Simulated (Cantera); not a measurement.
An isothermal, constant-pressure homogeneous reactor starts with 3.81 % C2H4, 96.2 % H2, at 1898 K and 47.0 Pa.

Model: GRI-Mech 3.0 (53 species, 325 reactions), integrated in Cantera. GRI-Mech 3.0 was tuned for natural gas; its chemistry of ethylene as a main component is partial and can be far from experiment. GRI-Mech 3.0 stops at C3 and has no aromatics, soot or wall deposition, so with more carbon than oxygen in the feed, carbon stays in small species such as C2H2 where larger ones or solid carbon would form. Radical loss at walls, strong at low pressure, is not modelled.

x: mole fraction; the columns are a selection and need not sum to one.

```
t (s)       x C2H4   x H2  x H    x C2H6     x C2H     x CH4
--------  --------  -----  ---  --------  --------  --------
0.000400    0.0380  0.962    …  4.32e-10    <1e-12  1.03e-11
0.00111     0.0377  0.962    …   1.80e-9  7.33e-12  2.84e-10
0.00308     0.0370  0.962    …   4.20e-9  5.63e-11   4.91e-9
0.00854     0.0351  0.962    …   5.31e-9  4.20e-10   3.81e-8
0.0237      0.0303  0.962    …   4.66e-9   2.93e-9   1.73e-7
0.0658      0.0198  0.962    …   3.05e-9   1.68e-8   6.58e-7
0.182      0.00567  0.963    …  8.72e-10   6.05e-8   1.75e-6
0.506     0.000130  0.963    …  2.00e-11   1.33e-7   2.37e-6
1.40       6.27e-6  0.963    …    <1e-12   2.97e-7   2.39e-6
3.90       3.69e-6  0.962    …    <1e-12   7.44e-7   2.43e-6
10.8       1.75e-6  0.959    …    <1e-12   1.92e-6   2.62e-6
30.0       7.52e-7  0.954    …    <1e-12   4.77e-6   3.24e-6
```

Q: What belongs in the gaps?

A: 
- 0.000400, x H: 4.49e-7
- 0.00111, x H: 1.35e-6
- 0.00308, x H: 3.86e-6
- 0.00854, x H: 1.07e-5
- 0.0237, x H: 2.87e-5
- 0.0658, x H: 7.05e-5
- 0.182, x H: 0.000144
- 0.506, x H: 0.000269
- 1.40, x H: 0.000600
- 3.90, x H: 0.00150
- 10.8, x H: 0.00389
- 30.0, x H: 0.00961
